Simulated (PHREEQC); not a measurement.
Consider water at 25 °C with 4.4 mmol/kgw H2SO4, 0.081 mmol/kgw Al2(SO4)3 and 0.6 mmol/kgw MgSO4. Closed to the air; pH follows from the charge balance.

The numbers come from PHREEQC with the ion-association model, phreeqc.dat.

Precipitation was switched off in this run.

Task: Order these Al species by the share of Al that they hold, largest first: Al+3, Al(SO4)2-, AlSO4+.

Result: AlSO4+ (72 %), Al+3 (23 %), Al(SO4)2- (5.0 %)

Task: Order these S species by the share of S that they hold, largest first: MgSO4, AlSO4+, Al(SO4)2-, SO4-2, HSO4-.

Result: SO4-2 (65 %), HSO4- (30 %), MgSO4 (2.9 %), AlSO4+ (2.2 %), Al(SO4)2- (0.31 %)

The pH is 2.18 and the ionic strength 0.0123 mol/kgw.
